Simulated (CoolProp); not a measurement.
Vapour-liquid equilibrium of hydrogen sulfide (1) + propane (2) at 0.791 MPa; x and y are mole fractions of (1).

Model: multi-fluid Helmholtz-energy mixture model, Lemmon 2006 and Lemmon 2009; pair parameters Kunz 2012, in CoolProp.

```tsv
x	bubble temperature (°C)	y at the bubble point	dew temperature at overall composition x (°C)	liquid density (mol/L)
0.05	11.8	0.171	16.2	11.82
0.15	3.1	0.394	12.6	12.62
0.25	-2.2	0.521	8.8	13.48
0.35	-5.5	0.602	4.9	14.44
0.45	-7.6	0.658	0.8	15.54
0.55	-9.0	0.702	-3.4	16.82
0.65	-9.9	0.741	-7.4	18.30
0.75	-10.4	0.783	-10.0	20.00
0.85	-10.5	0.838	-10.5	21.90
0.95	-9.8	0.927	-9.5	23.95
```

y crosses x between x = 0.75 and 0.85: the model has an azeotrope there.

The pair parameters rest on a limited set of measurements; away from them the model extrapolates.
